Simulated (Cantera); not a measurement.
What does this Cantera script print?

```python
import numpy as np
import cantera as ct

gas_names = [...]  # 109 gases of nasa_gas.yaml made of C, Cl, H, Si
cond_names = """
    C(gr) C6H6(L) C7H8(L) C8H18(L),n-octa Si(cr) Si(L) SiC(b)
""".split()


# ... load() reads the species with a 1 bar reference pressure and builds the phases ...
atoms = {
    'CH3Cl': {'C': 1, 'H': 3, 'CL': 1},
    'Si': {'Si': 1},
    'H2': {'H': 2},
}
top_T = {'C(gr)': 4500, 'SiC(b)': 3050}  # K; cautious upper limits of use, not melting points


# ... equilibrate(T, P, feed) seeds the gas with the atoms and calls Mixture.equilibrate('TP', solver="vcs", rtol=1e-11, max_steps=5000) ...
results = []
feed = {'CH3Cl': 1, 'Si': 0.63, 'H2': 0.41}  # mol
T = 1398.15  # K
P = 3700  # Pa
mix = equilibrate(T, P, feed)
results.append((T, P, feed, dict(zip(mix.species_names, mix.species_moles))))
print(gas.report(threshold=1e-05))
for i in range(1, mix.n_phases):
    print(f"{mix.phase(i).name:16s} {mix.phase_moles(i):12.5e} mol")
```

Result:

```
       temperature   1398.2 K
          pressure   3700 Pa
           density   0.0052982 kg/m^3
  mean mol. weight   16.646 kg/kmol
   phase of matter   gas

                          1 kg             1 kmol
                     ---------------   ---------------
          enthalpy       -3.4823e+05       -5.7967e+06  J
   internal energy       -1.0466e+06       -1.7422e+07  J
           entropy             14100        2.3472e+05  J/K
    Gibbs function       -2.0063e+07       -3.3397e+08  J
 heat capacity c_p            1986.7             33071  J/K
 heat capacity c_v            1487.2             24756  J/K

                      mass frac. Y      mole frac. X     chem. pot. / RT
                     ---------------   ---------------   ---------------
               CH4        5.6295e-05        5.8412e-05           -46.473
                CL        2.1706e-05        1.0193e-05           -26.273
                 H        1.1576e-06        1.9117e-05           -11.103
               HCL           0.85256           0.38927           -37.375
                H2          0.072838           0.60143           -22.206
             SiCL2          0.020992         0.0035302           -62.307
             SiCL3          0.013879         0.0017186           -88.579
             SiCL4          0.036459         0.0035724           -114.85
            SiHCL3         0.0031549        0.00038774           -99.682
     [ +100 minor]        4.1024e-05        7.9376e-06

C(gr)             3.91954e-01 mol
Si(cr)            0.00000e+00 mol
SiC(b)            6.07899e-01 mol
```

Method: chemical equilibrium by Gibbs-energy minimisation in Cantera with the NASA 1993 tables (ideal gas, pure condensed phases). The tables' values for SiCl3 are old estimates; treat these amounts as uncertain.
